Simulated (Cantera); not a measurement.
An isothermal, constant-pressure homogeneous reactor starts with NH3 : H2 = 1 : 1.4 (molar parts), at 2273 K and 1700 Pa.

Computed with Cantera and the gas-phase N/H chemistry of the illustrative SiF4/NH3 mechanism in the Surface Chemkin manual (1991). Walls and surfaces, which speed up NH3 decomposition in real reactors, are not modelled.

One state of this run: x NH3 = 0.390; x H2 = 0.598; x NH2 = 0.00234; x H = 0.00115; x N = 7.28e-6; x N2 = 0.00837. x: mole fraction; the columns are a selection and need not sum to one.

Q: Which value of t (s) does it belong to?
A. 0.0844
B. 0.00805
C. 0.0261
D. 0.273

A: B, 0.00805
